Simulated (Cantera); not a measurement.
Input (Python, Cantera) and output of one run.

```python
import numpy as np
import cantera as ct

gas_names = """
    H HNO HNO2 HNO3 HO2 H2 H2O H2O2 N NH NH2 NH3 NH2OH NO NO2 NO3 N2 N2H2 N2H4 N2O O OH O2 O3 Si SiH
    SiH2 SiH3 SiH4 SiN SiO SiO2 Si2 Si2N Si3
""".split()
cond_names = """
    H2O(s) H2O(L) Si(cr) Si(L) SiO2(Lqz) SiO2(hqz) SiO2(L) Si2N2O(s) Si3N4(a)
""".split()


# ... load() reads the species with a 1 bar reference pressure and builds the phases ...
atoms = {
    'Si3N4': {'Si': 3, 'N': 4},
    'H2O': {'H': 2, 'O': 1},
}
top_T = {'Si2N2O(s)': 2100, 'Si3N4(a)': 2400}  # K; cautious upper limits of use, not melting points


# ... equilibrate(T, P, feed) seeds the gas with the atoms and calls Mixture.equilibrate('TP', solver="vcs", rtol=1e-11, max_steps=5000) ...
results = []
T = 1448  # K
P = 100000  # Pa
for m in [1.2, 1.8, 2.5, 3.5, 4.8, 6.8, 9.5]:
    feed = {'Si3N4': 1, 'H2O': m}  # mol
    mix = equilibrate(T, P, feed)
    results.append((T, P, feed, dict(zip(mix.species_names, mix.species_moles))))

top = {s: max(r[3][s] / sum(r[3][g] for g in gas_names) for r in results) for s in gas_names}
cols = sorted((s for s in top if top[s] > 0.0001), key=lambda s: -top[s])[:8]
seen = [c for c in cond_names if any(r[3].get(c, 0) > 1e-12 for r in results)]
print("log10 of partial pressures in bar; condensed amounts in mol")
print(f"{'n(H2O)':>10s}" + "".join(f"{s[:9]:>10s}" for s in cols + seen))
for T, P, feed, n in results:
    ng = sum(n[g] for g in gas_names)
    print(f"{feed['H2O']:10.4g}" + "".join(f"{np.log10(max(n[s] / ng * P / 1e5, 1e-99)):10.3f}" for s in cols)
          + "".join(f"{n.get(c, 0):10.4g}" for c in seen))
```

Output:

```
log10 of partial pressures in bar; condensed amounts in mol
    n(H2O)        H2       H2O        N2 SiO2(hqz) Si2N2O(s)  Si3N4(a)
       1.2    -0.125    -7.382    -0.602         0       1.2       0.2
       1.8    -0.125    -3.489    -0.602    0.1995       1.4         0
       2.5    -0.125    -3.489    -0.602    0.6659     1.167         0
       3.5    -0.125    -3.489    -0.602     1.332    0.8338         0
       4.8    -0.125    -3.489    -0.602     2.199    0.4007         0
       6.8    -0.166    -1.041    -0.643         3         0         0
       9.5    -0.283    -0.517    -0.760         3         0         0
```

These are equilibrium values from Cantera (NASA tables, ideal gas, pure condensed phases), not measurements of a reactor. Mutual solubility and eutectic melting of coexisting phases are not modelled. The tables hold silica as quartz up to 1696 K and as liquid above; real silica turns to tridymite and cristobalite and melts near 1996 K. Gases not in the tables: Si(OH)4.
